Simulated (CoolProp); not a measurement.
Vapour-liquid equilibrium of isopentane (1) + toluene (2) at 0.0101 MPa; x and y are mole fractions of (1).

Values from CoolProp's multi-fluid Helmholtz-energy mixture model, Lemmon 2006 and Lemmon 2006; pair parameters Bell 2016.

Give the bubble temperature and the first vapour's composition at x = 0.05, 0.65, 0.8. Is there an azeotrope?

x = 0.05: 25.1 °C, y = 0.638; x = 0.65: -20.0 °C, y = 0.990; x = 0.8: -22.2 °C, y = 0.994. No azeotrope shows between x = 0.05 and 0.95.

The pair parameters rest on a limited set of measurements; away from them the model extrapolates.
